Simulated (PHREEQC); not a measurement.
1 kg of water meets 20 L of dry gas (CO2 0.09, CH4 0.12, H2S 0.79 by moles) at fixed total pressure, at 50 °C; fugacities by Peng-Robinson. The gases take part in no redox reaction, some water evaporates into the gas, and hydrates or a liquid gas phase aren't modelled. Nothing may precipitate in this run.

All values are PHREEQC results (ion-association model, phreeqc.dat), not measurements.

Question: Predict dissolved CO2 (all carbonate carbon) (mol/kgw) at P (atm) = 2, 3, 5, 7.5.

Answer: 
```tsv
P (atm)	dissolved CO2 (all carbonate carbon) (mol/kgw)
2	0.00337
3	0.00514
5	0.00860
7.5	0.0128
```

At this temperature some constants are extrapolated from 25 °C, and those without enthalpy data are left unchanged.
